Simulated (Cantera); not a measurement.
Cantera run, input and output.

```python
import numpy as np
import cantera as ct

gas = ct.Solution("gri30.yaml")
gas.TPX = 525, 1000000, {'CH4': 1, 'CO': 0.65, 'O2': 3.23, 'N2': 9.2, 'CO2': 2.4}
flame = ct.FreeFlame(gas, width=0.008)
flame.set_refine_criteria(ratio=3, slope=0.08, curve=0.16)
flame.transport_model = "mixture-averaged"
flame.solve(loglevel=0, auto=True)
z, T = flame.grid, flame.T
thick = (T[-1] - T[0]) / np.gradient(T, z).max()
show = ['CH4', 'CO', 'O2', 'C2H6', 'H', 'OH']
print(f"laminar burning velocity  {flame.velocity[0] * 100:.3f} cm/s")
print(f"burnt temperature         {T[-1]:.1f} K")
print(f"thermal thickness         {thick * 1e3:.4f} mm")
print(f"grid points               {len(z)}")
z0 = z[flame.heat_release_rate.argmax()]
print(f"{'z/mm':>9s}{'T/K':>9s}{'u/(m/s)':>9s}" + "".join(f"{s:>11s}" for s in show))
rows = []
for k in (-3, -2, -1.5, -1, -0.5, -0.25, 0, 0.25, 0.5, 1, 2, 4, 8):
    zz = z0 + k * thick
    rows.append([k * thick, np.interp(zz, z, T), np.interp(zz, z, flame.velocity),
                 *(np.interp(zz, z, flame.X[gas.species_index(s)]) for s in show)])
    print(f"{rows[-1][0] * 1e3:9.3f}{rows[-1][1]:9.1f}{rows[-1][2]:9.3f}" + "".join(f"{x:11.3e}" for x in rows[-1][3:]))
```

It prints:

```
laminar burning velocity  17.849 cm/s
burnt temperature         2014.9 K
thermal thickness         0.1228 mm
grid points               134
     z/mm      T/K  u/(m/s)        CH4         CO         O2       C2H6          H         OH
   -0.369    526.1    0.179  6.057e-02  3.942e-02  1.958e-01  5.847e-08  5.173e-16  6.854e-14
   -0.246    535.0    0.182  5.992e-02  3.937e-02  1.950e-01  9.101e-07  4.453e-14  5.525e-12
   -0.184    563.0    0.192  5.819e-02  3.924e-02  1.926e-01  5.049e-06  1.077e-12  1.102e-10
   -0.123    679.1    0.232  5.182e-02  3.881e-02  1.824e-01  3.240e-05  1.711e-10  6.327e-09
   -0.061   1062.9    0.364  3.243e-02  3.756e-02  1.469e-01  1.809e-04  4.864e-07  1.392e-06
   -0.031   1398.7    0.478  1.598e-02  3.621e-02  1.138e-01  2.617e-04  1.426e-05  3.565e-05
    0.000   1738.1    0.591  2.096e-03  3.002e-02  7.900e-02  2.191e-05  1.673e-04  8.155e-04
    0.031   1889.3    0.636  2.612e-05  1.585e-02  6.422e-02  4.669e-09  1.951e-04  2.419e-03
    0.061   1948.0    0.653  2.477e-07  8.283e-03  6.003e-02  6.102e-13  1.038e-04  2.340e-03
    0.123   1990.6    0.665  1.375e-10  3.212e-03  5.754e-02  6.383e-19  3.138e-05  1.725e-03
    0.246   2010.0    0.671  3.462e-14  1.043e-03  5.657e-02 -3.750e-25  8.124e-06  1.181e-03
    0.491   2014.6    0.672  1.329e-14  5.390e-04  5.636e-02 -2.210e-25  4.437e-06  1.007e-03
    0.983   2014.9    0.672  4.832e-15  5.005e-04  5.634e-02 -7.247e-26  4.196e-06  9.929e-04
```

Cantera simulation using GRI-Mech 3.0 (53 species, 325 reactions); the numbers are that mechanism's predictions, not measurements. Burning velocities carry a grid error of a few per cent, more on coarse grids.
